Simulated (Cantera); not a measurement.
Feed: 1 mol B, 0.18 mol O2, 0.43 mol N2, equilibrated at 13.3 mbar.

These are equilibrium values from Cantera (NASA tables, ideal gas, pure condensed phases), not measurements of a reactor. Candidate condensed phases: B, BN, B2O3; 17 gas species. Mutual solubility and eutectic melting of coexisting phases are not modelled. The numbers say what is thermodynamically allowed, not how fast it happens. All values below are at 1625 K.

Base state: N2 0.981, B2O3 0.0171, B2O2 0.00132, BO 0.000208 (mole fractions); condensed: BN(s) + B2O3(l).

Q: What changes in the equilibrium state with this change: B replaced by borazine?

A: 
| species | before | after |
|---|---|---|
| H2 | 0 | 0.798 |
| N2 | 0.981 | 0.151 |
| HBO | 0 | 0.0182 |
| HBO2 | 0 | 0.0145 |
| B2O3 | 0.0171 | 0.0150 |
| H2O | 0 | 0.000712 |
| H | 0 | 0.000546 |
| B2O2 | 0.00132 | 0.00226 |
| BN(s), mol | 0.760 | 2.75 |
| B2O3(l), mol | 0.119 | 0 |
The feed counts by its element totals alone. Further candidate phases: B3O3H3, H2O.
